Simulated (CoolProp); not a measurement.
The numbers come from the reference Helmholtz-energy equation of state, Lemmon 2006 in CoolProp. It is a short technical equation, of lower accuracy than the large ones.

**Question.** For n-decane, give the phase and the viscosity (µPa s), Prandtl number at 577.4 K and 101 kPa; 601.7 K and 101 kPa; 620 K and 101 kPa.

**Answer.** 
- 577.4 K and 101 kPa: gas; viscosity 9.94, Prandtl number 0.776
- 601.7 K and 101 kPa: gas; viscosity 10.4, Prandtl number 0.767
- 620 K and 101 kPa: gas; viscosity 10.7, Prandtl number 0.761

Viscosity comes from a separate model (Huber 2004). Thermal conductivity comes from a separate model (Huber 2005).
